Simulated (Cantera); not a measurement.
Cantera with NASA thermochemical tables; ideal gases at 1 bar, condensed phases pure. Values are per mole of reaction as written; species without (g) are pure solids or liquids, kept so even where they would boil at 1 bar. The tables' values for SiF2 are old estimates.

Q: Between 500 and 1100 K, where is each reaction favourable under standard conditions?
- 4 F2(g) + SiC2(g) = 2 CF3(g) + SiF2(g)

A: 
- 4 F2(g) + SiC2(g) = 2 CF3(g) + SiF2(g): ΔG° is -2012 kJ at 500 K and -1848 kJ at 1100 K; it stays negative (K > 1). ΔH° is -2148 kJ and ΔS° -272 J/K at 1100 K.
